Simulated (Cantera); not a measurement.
A closed system holds: 1 mol HMDSO, 1.6 mol O₃, 22 mol H₂, held at 0.240 bar.

Equilibrium computed with Cantera from the NASA thermochemical tables; the gas is ideal and each condensed phase is pure. Candidate condensed phases: C, C₆H₆, C₇H₈, C₈H₁₈, H₂O, Si, SiC, SiO₂; 123 gas species. The feed counts by its element totals alone. Mutual solubility and eutectic melting of coexisting phases are not modelled. The tables hold silica as quartz up to 1696 K and as liquid above; real silica turns to tridymite and cristobalite and melts near 1996 K. Gases not in the tables: Si₂H₆ and higher silanes. The numbers say what is thermodynamically allowed, not how fast it happens.

x: gas mole fraction; n: condensed amount in mol.

```json
[
 {"T (°C)": "1150", "x H₂": "0.944", "x CO": "0.0549", "x SiO": "1.67e-5", "x H": "1.32e-5", "x CH₄": "0.000815", "x H₂O": "3.84e-5", "n C(graphite)": "4.17", "n SiO₂(β-quartz)": "2.00", "n SiC(s)": "0", "n SiO₂(condensed)": "0"},
 {"T (°C)": "1250", "x H₂": "0.870", "x CO": "0.129", "x SiO": "0.000295", "x H": "4.40e-5", "x CH₄": "0.000406", "x H₂O": "4.05e-5", "n C(graphite)": "0", "n SiO₂(β-quartz)": "0.598", "n SiC(s)": "1.39", "n SiO₂(condensed)": "0"},
 {"T (°C)": "1350", "x H₂": "0.867", "x CO": "0.130", "x SiO": "(withheld)", "x H": "(withheld)", "x CH₄": "(withheld)", "x H₂O": "(withheld)", "n C(graphite)": "0", "n SiO₂(β-quartz)": "(withheld)", "n SiC(s)": "1.36", "n SiO₂(condensed)": "0"},
 {"T (°C)": "1450", "x H₂": "0.844", "x CO": "0.133", "x SiO": "0.0225", "x H": "0.000342", "x CH₄": "2.77e-5", "x H₂O": "7.10e-5", "n C(graphite)": "0", "n SiO₂(β-quartz)": "0", "n SiC(s)": "1.12", "n SiO₂(condensed)": "0.0479"},
 {"T (°C)": "1550", "x H₂": "0.842", "x CO": "0.133", "x SiO": "0.0244", "x H": "0.000811", "x CH₄": "2.18e-5", "x H₂O": "3.81e-5", "n C(graphite)": "0", "n SiO₂(β-quartz)": "0", "n SiC(s)": "1.10", "n SiO₂(condensed)": "0"},
 {"T (°C)": "1650", "x H₂": "0.841", "x CO": "0.133", "x SiO": "0.0244", "x H": "(withheld)", "x CH₄": "(withheld)", "x H₂O": "(withheld)", "n C(graphite)": "0", "n SiO₂(β-quartz)": "0", "n SiC(s)": "1.10", "n SiO₂(condensed)": "0"},
 {"T (°C)": "1750", "x H₂": "0.839", "x CO": "0.133", "x SiO": "0.0244", "x H": "0.00355", "x CH₄": "1.56e-5", "x H₂O": "1.24e-5", "n C(graphite)": "0", "n SiO₂(β-quartz)": "0", "n SiC(s)": "1.10", "n SiO₂(condensed)": "0"}
]
```

Question: Fill in the missing entries.

Answer: 
- 1350, x SiO: 0.00298
- 1350, x H: 0.000131
- 1350, x CH₄: 9.90e-5
- 1350, x H₂O: 5.52e-5
- 1350, n SiO₂(β-quartz): 0.530
- 1650, x H: 0.00176
- 1650, x CH₄: 1.83e-5
- 1650, x H₂O: 2.11e-5
